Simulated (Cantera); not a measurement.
What does this Cantera script print?

```python
import numpy as np
import cantera as ct

gas = ct.Solution("gri30.yaml")
gas.TPX = 1375, 500000, {'CH4': 1, 'CO': 0.95, 'O2': 1.65, 'N2': 6.2, 'H2O': 0.53}
reactor = ct.IdealGasReactor(gas, energy="on", clone=False)
net = ct.ReactorNet([reactor])
net.rtol, net.atol = 1e-08, 1e-16
show = ['CH4', 'CO', 'O2', 'C2H2', 'H2O2', 'HO2', 'N2O']
times = np.geomspace(2e-06, 2, 15)

steps = ct.SolutionArray(gas, extra=["t"])
rows = []
print(f"{'t/s':>10s}{'T/K':>9s}{'P/Pa':>11s}" + "".join(f"{s:>11s}" for s in show))
for t in times:
    while net.time < t:
        t_next = net.step()
        steps.append(gas.state, t=t_next)
    rows.append([np.interp(t, steps.t, y) for y in (steps.T, steps.P, *steps(*show).X.T)])
    print(f"{t:10.3e}{rows[-1][0]:9.1f}{rows[-1][1]:11.4g}" + "".join(f"{x:11.3e}" for x in rows[-1][2:]))
rate = np.gradient(steps.T, steps.t)
print("integrator steps:", len(steps.t))
if steps.T.max() > steps.T[0] + 200:
    print(f"time of steepest temperature rise: {steps.t[rate.argmax()]:.4e} s")
gas.TPX = 1375, 500000, {'CH4': 1, 'CO': 0.95, 'O2': 1.65, 'N2': 6.2, 'H2O': 0.53}
gas.equilibrate("UV")
print(f"equilibrium (UV): T = {gas.T:.1f} K  " + "  ".join(f"{s} {gas[s].X[0]:.3e}" for s in show))
```

Output:

```
       t/s      T/K       P/Pa        CH4         CO         O2       C2H2       H2O2        HO2        N2O
 2.000e-06   1375.0      5e+05  9.681e-02  9.197e-02  1.597e-01  7.004e-18  1.547e-09  1.155e-07  1.908e-13
 5.365e-06   1375.0      5e+05  9.680e-02  9.196e-02  1.597e-01  8.899e-17  7.761e-09  2.573e-07  7.142e-13
 1.439e-05   1375.0      5e+05  9.680e-02  9.196e-02  1.597e-01  3.465e-15  2.388e-08  4.497e-07  2.857e-12
 3.861e-05   1375.0      5e+05  9.679e-02  9.196e-02  1.597e-01  2.839e-13  3.760e-08  5.869e-07  1.102e-11
 1.036e-04   1375.2  5.001e+05  9.675e-02  9.195e-02  1.597e-01  2.672e-11  5.360e-08  8.239e-07  4.361e-11
 2.779e-04   1376.5  5.005e+05  9.653e-02  9.192e-02  1.596e-01  1.269e-09  1.003e-07  1.477e-06  1.872e-10
 7.455e-04   1382.8  5.028e+05  9.564e-02  9.182e-02  1.590e-01  3.647e-08  2.737e-07  3.674e-06  9.224e-10
 2.000e-03   1501.2  5.469e+05  8.119e-02  9.295e-02  1.471e-01  1.960e-05  3.471e-06  4.445e-05  1.815e-08
 5.365e-03   2939.7  1.121e+06  5.170e-12  1.166e-01  1.873e-03  2.240e-14  4.092e-07  2.688e-06  5.741e-07
 1.439e-02   2939.7  1.121e+06  5.170e-12  1.166e-01  1.873e-03  2.240e-14  4.092e-07  2.688e-06  5.741e-07
 3.861e-02   2939.7  1.121e+06  5.170e-12  1.166e-01  1.873e-03  2.240e-14  4.092e-07  2.688e-06  5.741e-07
 1.036e-01   2939.7  1.121e+06  5.170e-12  1.166e-01  1.873e-03  2.240e-14  4.092e-07  2.688e-06  5.741e-07
 2.779e-01   2939.7  1.121e+06  5.170e-12  1.166e-01  1.873e-03  2.240e-14  4.092e-07  2.688e-06  5.741e-07
 7.455e-01   2939.7  1.121e+06  5.170e-12  1.166e-01  1.873e-03  2.240e-14  4.092e-07  2.688e-06  5.741e-07
 2.000e+00   2939.7  1.121e+06  5.170e-12  1.166e-01  1.873e-03  2.240e-14  4.092e-07  2.688e-06  5.741e-07
integrator steps: 2224
time of steepest temperature rise: 2.1041e-03 s
equilibrium (UV): T = 2939.7 K  CH4 6.062e-12  CO 1.166e-01  O2 1.873e-03  C2H2 2.388e-14  H2O2 4.092e-07  HO2 2.688e-06  N2O 5.741e-07
```

Cantera simulation using GRI-Mech 3.0 (53 species, 325 reactions); the numbers are that mechanism's predictions, not measurements.
